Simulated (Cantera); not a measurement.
## Thermodynamics of silicon carbide growth, feed Si(CH3)4 + CH4 + H2

A closed system holds: 1 mol Si(CH3)4, 0.026 mol CH4, 110 mol H2, equilibrated at 100000 Pa.

These are equilibrium values from Cantera (NASA tables, ideal gas, pure condensed phases), not measurements of a reactor. Candidate condensed phases: C, C6H6, C7H8, C8H18, Si, SiC; 87 gas species. Equilibrium is a limit: real reactors are often held back by kinetics, nucleation or transport.

From 948 K to 1098 K the condensed part is SiC(s). From 1173 K to 1698 K the condensed part is C(graphite) + SiC(s).

| T (K) | log p H2 | log p CH4 | log p H | log p C2H2 (acetylene) | log p C2H4 | log p CH3 | log p C2H6 | n SiC(s) | n C(graphite) |
|---|---|---|---|---|---|---|---|---|---|
| 948 | -0.01 | -1.57 | -9.29 | -11.17 | -7.93 | -9.63 | -7.10 | 1.00 | 0 |
| 1023 | -0.01 | -1.57 | -8.39 | -9.54 | -7.05 | -8.71 | -6.80 | 1.00 | 0 |
| 1098 | -0.01 | -1.57 | -7.61 | -8.13 | -6.30 | -7.91 | -6.54 | 1.00 | 0 |
| 1173 | -0.01 | -1.73 | -6.93 | -7.22 | -5.96 | -7.38 | -6.63 | 1.00 | 0.892 |
| 1248 | 0.00 | -1.96 | -6.33 | -6.62 | -5.85 | -7.00 | -6.91 | 1.00 | 1.77 |
| 1323 | 0.00 | -2.17 | -5.80 | -6.09 | -5.76 | -6.68 | -7.16 | 1.00 | 2.25 |
| 1398 | 0.00 | -2.36 | -5.33 | -5.61 | -5.68 | -6.39 | -7.38 | 1.000 | 2.52 |
| 1473 | 0.00 | -2.53 | -4.90 | -5.19 | -5.62 | -6.13 | -7.58 | 1.000 | 2.69 |
| 1548 | 0.00 | -2.69 | -4.51 | -4.81 | -5.55 | -5.89 | -7.77 | 1.000 | 2.78 |
| 1623 | 0.00 | -2.83 | -4.16 | -4.46 | -5.50 | -5.68 | -7.93 | 1.000 | 2.85 |
| 1698 | 0.00 | -2.96 | -3.84 | -4.14 | -5.45 | -5.49 | -8.09 | 1.000 | 2.88 |
log p: log10 of the partial pressure in bar; n: condensed amount in mol.
